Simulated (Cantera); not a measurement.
Charge: 1 mol Si, 0.033 mol H2O, 240 mol N2, held at 1725 K and 1800 Pa.

Method: chemical equilibrium by Gibbs-energy minimisation in Cantera with the NASA 1993 tables (ideal gas, pure condensed phases). Candidate condensed phases: H2O, Si, SiO2, Si2N2O, Si3N4; 35 gas species. Kinetics and transport are ignored.

Base state: N2 1.000, SiO 0.000138, H2 0.000130, H 1.58e-5, Si 1.49e-5 (mole fractions); condensed: Si3N4(s).

Task: What changes in the equilibrium state with this change: temperature from 1725 K to 1925 K?

Result: 
```
species          before     after
-------------  --------  --------
N2                1.000     0.999
Si              1.49e-5  0.000967
SiO            0.000138  0.000137
Si2N            5.19e-7   5.74e-5
SiN             1.12e-6   4.06e-5
H               1.58e-5   7.16e-5
H2             0.000130  0.000101
Si3N4(s), mol     0.321         0
Si(l), mol            0     0.692
```
The tables' values for SiN are old estimates; treat these amounts as uncertain.
